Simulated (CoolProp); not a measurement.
R115 along the isotherm 380.1 K: Z from the reference equation and from simpler models built on Tc = 353.1 K, pc = 3129 kPa, ω = 0.248; each cubic takes its own stable root.

Values from CoolProp's reference Helmholtz-energy equation of state, Lemmon 2016.

```csv
p (kPa),phase,reference
2410,gas,0.7640
4810,supercritical,0.4131
7220,supercritical,0.3956
9630,supercritical,0.4743
12000,supercritical,0.5580
14400,supercritical,0.6430
16800,supercritical,0.7273
19300,supercritical,0.8140
21700,supercritical,0.8963
24100,supercritical,0.9775
26500,supercritical,1.058
28900,supercritical,1.137
31300,supercritical,1.216
```

Question: How far does each simpler model (van der Waals, Redlich-Kwong, Peng-Robinson) lie from the reference over these 13 states: mean and median of the absolute difference, and the worst?

Answer: 
- van der Waals: mean 23.5 %, median 27.9 %, worst +28.5 % at 380.1 K and 31300 kPa
- Redlich-Kwong: mean 2.7 %, median 1.5 %, worst +8.4 % at 380.1 K and 7220 kPa
- Peng-Robinson: mean 5.5 %, median 5.5 %, worst -9.3 % at 380.1 K and 31300 kPa
